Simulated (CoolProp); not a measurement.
Saturation properties of isobutane (Tc = 134.7 °C, pc = 3.629 MPa, ω = 0.184).

Computed with CoolProp (reference Helmholtz-energy equation of state, Bücker 2006).

| T (°C) | p (MPa) | liquid density (kg/m³) | enthalpy of vaporisation (kJ/kg) | vapour viscosity (µPa s) |
|---|---|---|---|---|
| 29.35 | 0.3974 | 545.1 | 324.1 | 7.61 |
| 37.35 | 0.4952 | 534.7 | 314.7 | 7.84 |
| 45.25 | 0.6083 | 524.0 | 305.0 | 8.07 |
| 53.25 | 0.7413 | 512.7 | 294.4 | 8.32 |
| 61.25 | 0.8945 | 500.8 | 283.0 | 8.60 |
| 69.15 | 1.068 | 488.4 | 271.0 | 8.91 |
| 77.15 | 1.267 | 474.9 | 257.6 | 9.26 |
| 85.15 | 1.492 | 460.5 | 243.0 | 9.66 |
| 93.15 | 1.745 | 444.6 | 226.7 | 10.1 |
| 101.05 | 2.026 | 427.2 | 208.5 | 10.7 |
| 109.05 | 2.343 | 407.0 | 187.1 | 11.5 |

It boils at -11.7 °C under 1 atm.

Viscosity comes from a separate model (Vogel 2000).
